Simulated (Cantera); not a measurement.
Charge: 1 mol Ta2O5, 170 mol H2, equilibrated at 7.50 Torr.

Equilibrium computed with Cantera from the NASA thermochemical tables; the gas is ideal and each condensed phase is pure. Candidate condensed phases: H2O, Ta, Ta2O5; 12 gas species. Mutual solubility and eutectic melting of coexisting phases are not modelled. Condensed phases not in the tables: N, O or C dissolved in the metal. The numbers say what is thermodynamically allowed, not how fast it happens. All values below are at 927 °C.

Base state: H2 1.000 (mole fractions); condensed: Ta(s) + Ta2O5(s).

### Question
What changes in the equilibrium state with this change: Ta2O5 replaced by V2O3?

### Answer
```tsv
species	before	after
H2	1.000	1.000
H2O	4.41e-6	0.000451
Ta(s), mol	0.000300	0
Ta2O5(s), mol	1.000	0
VO(s), mol	0	0.153
V2O3(s), mol	0	0.923
```
VO: taken at fixed stoichiometry. Condensed phases not in the tables: the oxides between V2O3 and V2O5 other than VO2. Further candidate phases: V, VO, V2O3, V2O4, V2O5.
